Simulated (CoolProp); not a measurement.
Vapour-liquid equilibrium of propane (1) + n-pentane (2) at 26.7 kPa; x and y are mole fractions of (1).

Values from CoolProp's multi-fluid Helmholtz-energy mixture model, Lemmon 2009 and Thol 2019; pair parameters Kunz 2012.

Question: Give the bubble temperature and the first vapour's composition at x = 0.2, 0.275, 0.35. Is there an azeotrope?

Answer: x = 0.2: 230.4 K, y = 0.929; x = 0.275: 224.8 K, y = 0.956; x = 0.35: 220.8 K, y = 0.970. No azeotrope shows between x = 0.05 and 0.95.

Pair parameters are fitted to limited data, so mixtures are less certain than the pure fluids.
